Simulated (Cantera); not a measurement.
An isothermal, constant-pressure homogeneous reactor starts with CO : O2 : H2O : N2 = 0.0053 : 0.0021 : 0.0066 : 1 (molar parts), equivalence ratio 1.3, at 1125 K and 10.0 bar.

Detailed kinetics in Cantera: GRI-Mech 3.0 (53 species, 325 reactions).

x: mole fraction; the columns are a selection and need not sum to one.

| t (s) | x CO | x O2 | x H2O | x NO | x H2 | x O |
|---|---|---|---|---|---|---|
| 7.00e-6 | 0.00523 | 0.00207 | 0.00651 | <1e-12 | <1e-12 | 1.02e-11 |
| 4.49e-5 | 0.00523 | 0.00207 | 0.00651 | <1e-12 | <1e-12 | 5.70e-11 |
| 0.000288 | 0.00523 | 0.00207 | 0.00651 | <1e-12 | 3.26e-11 | 2.14e-10 |
| 0.00185 | 0.00523 | 0.00207 | 0.00651 | <1e-12 | 1.71e-9 | ___ |
| 0.0118 | 0.00513 | 0.00202 | 0.00650 | 6.84e-12 | 5.11e-6 | ___ |
| 0.0759 | 0.00395 | 0.00145 | 0.00647 | 4.14e-10 | 4.18e-5 | ___ |
| 0.486 | 0.00134 | 0.000167 | 0.00644 | 6.80e-9 | 7.63e-5 | ___ |
| 3.12 | 0.000728 | 1.49e-8 | 0.00616 | 7.33e-9 | 0.000359 | 1.05e-12 |
| 20.0 | 0.000652 | 7.32e-11 | 0.00609 | 2.30e-9 | 0.000435 | <1e-12 |

Question: Complete the blanks.

Answer: 
- 0.00185, x O: 1.07e-9
- 0.0118, x O: 1.86e-7
- 0.0759, x O: 1.46e-7
- 0.486, x O: 2.39e-8
